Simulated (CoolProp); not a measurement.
The numbers come from the reference Helmholtz-energy equation of state, Lemmon 2004 in CoolProp. It is a short technical equation, of lower accuracy than the large ones.

Q: For n-dodecane, give the phase and the cv (kJ/(kg K)), viscosity (µPa s), Prandtl number, fugacity coefficient at 620 K and 3.41 bar.

A: 
- 620 K and 3.41 bar: gas; cv 2.88, viscosity 9.61, Prandtl number 0.726, fugacity coefficient 0.907

Viscosity comes from a separate model (Huber 2004). Thermal conductivity comes from a separate model (Huber 2004).
